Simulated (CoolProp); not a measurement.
Fluorine along the isotherm 147.4 K: fugacity coefficient from the reference equation and from simpler models built on Tc = 144.4 K, pc = 5.240 MPa, ω = 0.045; each cubic takes its own stable root.

Computed with CoolProp (reference Helmholtz-energy equation of state, de Reuck 1990).

```tsv
p (MPa)	phase	reference
0.0249	gas	0.9986
0.0365	gas	0.9979
0.0535	gas	0.9969
0.0786	gas	0.9954
0.115	gas	0.9933
0.169	gas	0.9902
0.249	gas	0.9855
0.365	gas	0.9788
0.535	gas	0.9689
0.786	gas	0.9543
1.15	gas	0.9331
1.69	gas	0.9018
2.49	gas	0.8555
3.65	gas	0.7883
5.35	supercritical	0.6869
7.86	supercritical	0.5265
```

Q: How far does each simpler model (van der Waals, Redlich-Kwong) lie from the reference over these 16 states: mean and median of the absolute difference, and the worst?

A: 
- van der Waals: mean 0.9 %, median 0.2 %, worst +5.1 % at 147.4 K and 7.86 MPa
- Redlich-Kwong: mean 0.2 %, median 0.1 %, worst -0.6 % at 147.4 K and 5.35 MPa
